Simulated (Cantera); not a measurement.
What does this Cantera script print?

```python
import numpy as np
import cantera as ct

gas = ct.Solution("gri30.yaml")
gas.TPX = 400, 1000000, {'C3H8': 1, 'O2': 6.33, 'N2': 23.8, 'H2O': 0.83}
flame = ct.FreeFlame(gas, width=0.008)
flame.set_refine_criteria(ratio=3, slope=0.08, curve=0.16)
flame.transport_model = "unity-Lewis-number"
flame.solve(loglevel=0, auto=True)
z, T = flame.grid, flame.T
thick = (T[-1] - T[0]) / np.gradient(T, z).max()
show = ['C3H8', 'O2', 'H2O', 'HCN', 'H2', 'CH2CO']
print(f"laminar burning velocity  {flame.velocity[0] * 100:.3f} cm/s")
print(f"burnt temperature         {T[-1]:.1f} K")
print(f"thermal thickness         {thick * 1e3:.4f} mm")
print(f"grid points               {len(z)}")
z0 = z[flame.heat_release_rate.argmax()]
print(f"{'z/mm':>9s}{'T/K':>9s}{'u/(m/s)':>9s}" + "".join(f"{s:>11s}" for s in show))
rows = []
for k in (-3, -2, -1.5, -1, -0.5, -0.25, 0, 0.25, 0.5, 1, 2, 4, 8):
    zz = z0 + k * thick
    rows.append([k * thick, np.interp(zz, z, T), np.interp(zz, z, flame.velocity),
                 *(np.interp(zz, z, flame.X[gas.species_index(s)]) for s in show)])
    print(f"{rows[-1][0] * 1e3:9.3f}{rows[-1][1]:9.1f}{rows[-1][2]:9.3f}" + "".join(f"{x:11.3e}" for x in rows[-1][3:]))
```

Result:

```
laminar burning velocity  21.580 cm/s
burnt temperature         2065.5 K
thermal thickness         0.0778 mm
grid points               130
     z/mm      T/K  u/(m/s)       C3H8         O2        H2O        HCN         H2      CH2CO
   -0.233    401.0    0.216  3.126e-02  1.980e-01  2.604e-02  2.463e-10  4.595e-06  6.867e-07
   -0.156    408.2    0.220  3.108e-02  1.973e-01  2.658e-02  2.088e-09  3.896e-05  5.822e-06
   -0.117    432.2    0.233  3.047e-02  1.951e-01  2.838e-02  8.239e-09  1.537e-04  2.297e-05
   -0.078    549.1    0.298  2.747e-02  1.840e-01  3.724e-02  3.859e-08  7.201e-04  1.076e-04
   -0.039    983.7    0.543  1.583e-02  1.407e-01  7.199e-02  1.584e-07  2.957e-03  4.436e-04
   -0.019   1356.1    0.760  6.030e-03  1.021e-01  1.028e-01  2.678e-07  4.885e-03  7.507e-04
    0.000   1736.4    0.983  1.796e-04  6.383e-02  1.322e-01  3.844e-07  4.705e-03  6.026e-04
    0.019   1902.1    1.071  1.175e-07  4.933e-02  1.404e-01  2.330e-07  2.138e-03  6.515e-05
    0.039   1967.7    1.103  7.590e-11  4.510e-02  1.422e-01  8.972e-08  1.361e-03  4.226e-06
    0.078   2022.6    1.130  5.879e-16  4.208e-02  1.439e-01  1.802e-08  7.180e-04  3.278e-08
    0.156   2053.2    1.144  2.883e-23  4.066e-02  1.451e-01  2.243e-09  2.863e-04  1.744e-11
    0.311   2063.8    1.149  1.683e-32  4.025e-02  1.456e-01  2.281e-10  1.323e-04  4.309e-14
    0.622   2065.4    1.150  2.461e-36  4.019e-02  1.457e-01  4.955e-11  1.094e-04  6.445e-15
```

Cantera simulation using GRI-Mech 3.0 (53 species, 325 reactions); the numbers are that mechanism's predictions, not measurements. GRI-Mech 3.0 was tuned for natural gas; its chemistry of propane as a main component is partial and can be far from experiment. Unity Lewis numbers drop preferential diffusion, which matters most where H2 and H carry the flame. Burning velocities carry a grid error of a few per cent, more on coarse grids.
